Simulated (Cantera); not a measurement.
Cantera run:

```python
import numpy as np
import cantera as ct

gas_names = """
    F F2 H HF H2 H2F2 H3F3 H4F4 H5F5 H6F6 H7F7 N NF NF2 NF3 NH NH2 NH3 N2 N2H2 N2H4 Si SiF SiF2 SiF3
    SiF4 SiH SiHF3 SiH2 SiH2F2 SiH3 SiH3F SiH4 SiN Si2 Si2N Si3
""".split()
cond_names = """
    Si(cr) Si(L) Si3N4(a)
""".split()


# ... load() reads the species with a 1 bar reference pressure and builds the phases ...
atoms = {
    'Si': {'Si': 1},
    'HF': {'H': 1, 'F': 1},
    'N2': {'N': 2},
}
top_T = {'Si3N4(a)': 2400}  # K; cautious upper limits of use, not melting points


# ... equilibrate(T, P, feed) seeds the gas with the atoms and calls Mixture.equilibrate('TP', solver="vcs", rtol=1e-11, max_steps=5000) ...
results = []
feed = {'Si': 1, 'HF': 3.1, 'N2': 3.4}  # mol
P = 133.322  # Pa
for T in [925, 975, 1025, 1075, 1125, 1175, 1225, 1275, 1325, 1375]:
    mix = equilibrate(T, P, feed)
    results.append((T, P, feed, dict(zip(mix.species_names, mix.species_moles))))
    x = sorted(zip(gas.X, gas.species_names), reverse=True)
    print(f"T = {T:g} K  P = {P:g} Pa  gas = {mix.phase_moles(0):.4g} mol")
    print("   x: " + "  ".join(f"{s} {v:.3e}" for v, s in x if v > 0.0001))
    print("   condensed (mol): " + ("  ".join(f"{mix.phase(i).name} {mix.phase_moles(i):.4g}"
          for i in range(1, mix.n_phases) if mix.phase_moles(i) > 1e-12) or "none"))
```

Result:

```
T = 925 K  P = 133.322 Pa  gas = 5.575 mol
   x: N2 5.829e-01  H2 2.778e-01  SiF4 1.389e-01  HF 3.548e-04
   condensed (mol): Si3N4(a) 0.07513
T = 975 K  P = 133.322 Pa  gas = 5.575 mol
   x: N2 5.829e-01  H2 2.777e-01  SiF4 1.388e-01  HF 5.558e-04
   condensed (mol): Si3N4(a) 0.0752
T = 1025 K  P = 133.322 Pa  gas = 5.575 mol
   x: N2 5.828e-01  H2 2.775e-01  SiF4 1.386e-01  HF 8.324e-04  SiHF3 1.488e-04
   condensed (mol): Si3N4(a) 0.07529
T = 1075 K  P = 133.322 Pa  gas = 5.576 mol
   x: N2 5.827e-01  H2 2.773e-01  SiF4 1.384e-01  HF 1.199e-03  SiHF3 2.164e-04  SiF3 1.870e-04
   condensed (mol): Si3N4(a) 0.07537
T = 1125 K  P = 133.322 Pa  gas = 5.577 mol
   x: N2 5.826e-01  H2 2.770e-01  SiF4 1.380e-01  HF 1.671e-03  SiF3 4.695e-04  SiHF3 3.038e-04
   condensed (mol): Si3N4(a) 0.07541
T = 1175 K  P = 133.322 Pa  gas = 5.578 mol
   x: N2 5.825e-01  H2 2.765e-01  SiF4 1.372e-01  HF 2.260e-03  SiF3 1.086e-03  SiHF3 4.134e-04
   condensed (mol): Si3N4(a) 0.07534
T = 1225 K  P = 133.322 Pa  gas = 5.582 mol
   x: N2 5.823e-01  H2 2.759e-01  SiF4 1.359e-01  HF 2.977e-03  SiF3 2.336e-03  SiHF3 5.462e-04
   condensed (mol): Si3N4(a) 0.075
T = 1275 K  P = 133.322 Pa  gas = 5.588 mol
   x: N2 5.819e-01  H2 2.751e-01  SiF4 1.336e-01  SiF3 4.697e-03  HF 3.825e-03  SiHF3 7.010e-04  SiF2 1.494e-04
   condensed (mol): Si3N4(a) 0.07413
T = 1325 K  P = 133.322 Pa  gas = 5.6 mol
   x: N2 5.814e-01  H2 2.739e-01  SiF4 1.297e-01  SiF3 8.855e-03  HF 4.801e-03  SiHF3 8.727e-04  SiF2 4.870e-04
   condensed (mol): Si3N4(a) 0.07224
T = 1375 K  P = 133.322 Pa  gas = 5.621 mol
   x: N2 5.805e-01  H2 2.723e-01  SiF4 1.232e-01  SiF3 1.565e-02  HF 5.883e-03  SiF2 1.437e-03  SiHF3 1.049e-03
   condensed (mol): Si3N4(a) 0.06858
```

These are equilibrium values from Cantera (NASA tables, ideal gas, pure condensed phases), not measurements of a reactor. N2 is the only nitrogen source here; it is nearly inert below about 1500 K, so the nitride shown seldom forms there in practice. The tables' values for SiF3, SiF2 are old estimates; treat these amounts as uncertain.
